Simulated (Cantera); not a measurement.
Charge: 1 mol SiHCl₃, 14 mol H₂, at 1325 K and 75.0 Torr.

Cantera equilibrium calculation (NASA polynomials, part measured and part estimated; ideal gas, pure solids and liquids). Candidate condensed phases: Si; 19 gas species. The tables' values for SiCl₃ are old estimates; treat these amounts as uncertain. The numbers say what is thermodynamically allowed, not how fast it happens.

Base state: H₂ 0.875, HCl 0.0842, SiCl₂ 0.0222, SiCl₄ 0.00787, SiCl₃ 0.00567, SiHCl₃ 0.00419, SiH₂Cl₂ 0.000320 (mole fractions); condensed: Si(s).

What changes in the equilibrium state with this change: temperature from 1325 K to 1273.15 K?


```
species       before     after
----------  --------  --------
H₂             0.875     0.886
HCl           0.0842    0.0737
SiCl₂         0.0222    0.0159
SiCl₄        0.00787    0.0126
SiHCl₃       0.00419   0.00607
SiH₂Cl₂     0.000320  0.000404
SiCl₃        0.00567   0.00553
Si(s), mol     0.365     0.366
```

What changes in the equilibrium state with this change: H₂ from 14 to 410 mol?


```
species       before     after
----------  --------  --------
H₂             0.875     0.993
HCl           0.0842   0.00699
SiCl₂         0.0222  0.000135
SiCl₄        0.00787   2.90e-7
SiCl₃        0.00567   2.69e-6
SiHCl₃       0.00419   2.11e-6
SiH₂Cl₂     0.000320   2.20e-6
Si(s), mol     0.365     0.941
```

What changes in the equilibrium state with this change: SiHCl₃ replaced by SiH₂Cl₂?


| species | before | after |
|---|---|---|
| H₂ | 0.875 | 0.908 |
| HCl | 0.0842 | 0.0687 |
| SiCl₂ | 0.0222 | 0.0142 |
| SiCl₄ | 0.00787 | 0.00324 |
| SiCl₃ | 0.00567 | 0.00291 |
| SiHCl₃ | 0.00419 | 0.00219 |
| SiH₂Cl₂ | 0.000320 | 0.000213 |
| Si(s), mol | 0.365 | 0.638 |
